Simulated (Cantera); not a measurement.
Input: 1 mol MgCO3, 3.5 mol H2, 0.041 mol CO2, held at 2050 K.

Method: chemical equilibrium by Gibbs-energy minimisation in Cantera with the NASA 1993 tables (ideal gas, pure condensed phases). Candidate condensed phases: C, C6H6, C7H8, C8H18, H2O, Mg, MgCO3, MgO, Mg(OH)2; 116 gas species. Rates play no part.

Question: Which condensed phases are stable at each of these points (P (Pa)): 10, 52, 270, 1400, 7200, 37000, 190000, 1000000?

Answer: 
| P (Pa) | condensed phases | Mg condensed (%) |
|---|---|---|
| 10 | gas only | 0.0 |
| 52 | MgO(s) | 54.5 |
| 270 | MgO(s) | 88.0 |
| 1400 | MgO(s) | 97.4 |
| 7200 | MgO(s) | 99.5 |
| 37000 | MgO(s) | 99.9 |
| 190000 | MgO(s) | 100.0 |
| 1000000 | MgO(s) | 100.0 |

At 0.0750 Torr nothing is condensed. From 0.390 Torr to 7500 Torr the condensed part is MgO(s).
